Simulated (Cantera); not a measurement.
Hydrocarbon pyrolysis for carbon deposition

An isothermal, constant-pressure homogeneous reactor starts with CH4 : N2 = 1 : 58 (molar parts), at 1475 K and 2670 Pa.

Computed with Cantera and GRI-Mech 3.0 (53 species, 325 reactions). GRI-Mech 3.0 stops at C3 and has no aromatics, soot or wall deposition, so with more carbon than oxygen in the feed, carbon stays in small species such as C2H2 where larger ones or solid carbon would form. Radical loss at walls, strong at low pressure, is not modelled.

| t (s) | x CH4 | x C2H2 | x CH2 | x C2H | x H | x HCN |
|---|---|---|---|---|---|---|
| 8.00e-6 | 0.0169 | <1e-12 | <1e-12 | <1e-12 | 6.74e-10 | <1e-12 |
| 6.17e-5 | 0.0169 | <1e-12 | <1e-12 | <1e-12 | 4.21e-9 | <1e-12 |
| 0.000476 | 0.0169 | <1e-12 | <1e-12 | <1e-12 | 1.04e-8 | <1e-12 |
| 0.00367 | 0.0169 | <1e-12 | 1.37e-12 | <1e-12 | 1.06e-8 | <1e-12 |
| 0.0283 | 0.0169 | 1.20e-10 | 5.92e-11 | <1e-12 | 1.11e-8 | <1e-12 |
| 0.218 | 0.0169 | 4.36e-7 | 2.73e-9 | <1e-12 | 3.96e-8 | 1.64e-12 |
| 1.68 | 0.0144 | 0.000691 | 2.67e-8 | 5.25e-10 | 1.47e-6 | 3.60e-9 |
| 13.0 | 0.00603 | 0.00530 | 1.05e-8 | 2.93e-9 | 5.51e-6 | 9.96e-8 |
| 100 | 0.000741 | 0.00796 | 2.42e-9 | 5.79e-9 | 1.08e-5 | 5.64e-7 |
x: mole fraction; the columns are a selection and need not sum to one.

Equilibrium at this temperature and pressure: CH4 3.65e-6, C2H2 0.000967, CH2 1.51e-11, C2H 7.87e-10, H 1.26e-5, HCN 0.0147 (gas phase only).
